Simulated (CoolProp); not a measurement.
500 sccm (0 °C, 1 atm) of nitrogen bubbles through liquid tetradecamethylhexasiloxane (MD4M) at 366.7 K and leaves saturated at a total pressure of 0.00594 MPa (ideal gas phase). Each further row changes one setting.

Model: reference Helmholtz-energy equation of state, Thol 2019, in CoolProp.

```csv
case,vapour pressure (kPa),mole fraction of vapour,delivery (mg/min),delivery (sccm),change of delivery for a bath 1 K warmer (%)
as stated,0.207,?,?,18.1,6.6
bath temperature 371.7 K,0.281,0.0473,509,24.8,6.5
total pressure 0.0119 MPa,0.207,?,?,8.86,6.5
```

Task: Complete the blanks.

Result: 
- as stated, mole fraction of vapour: 0.0349
- as stated, delivery (mg/min): 370
- total pressure 0.0119 MPa, mole fraction of vapour: 0.0174
- total pressure 0.0119 MPa, delivery (mg/min): 181
